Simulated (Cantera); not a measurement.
Feed: 1 mol SiF4, a varied amount of NH3, 2.4 mol N2, at 15000 Pa.

Method: chemical equilibrium by Gibbs-energy minimisation in Cantera with the NASA 1993 tables (ideal gas, pure condensed phases). Candidate condensed phases: Si, Si3N4; 37 gas species. The tables' values for SiF2, SiF3 are old estimates. The numbers say what is thermodynamically allowed, not how fast it happens.

What condenses at these points (T in °C, n(NH3) in mol): (1477, 2.1); (1077, 9.3); (1627, 9.3); (977, 2.1); (1077, 3.8)?


```
T (°C)  n(NH3) in mol  condensed phases  Si condensed (%)
------  -------------  ----------------  ----------------
1477              2.1          gas only               0.0
1077              9.3             Si3N4               1.0
1627              9.3          gas only               0.0
977               2.1             Si3N4               0.2
1077              3.8             Si3N4               0.3
```
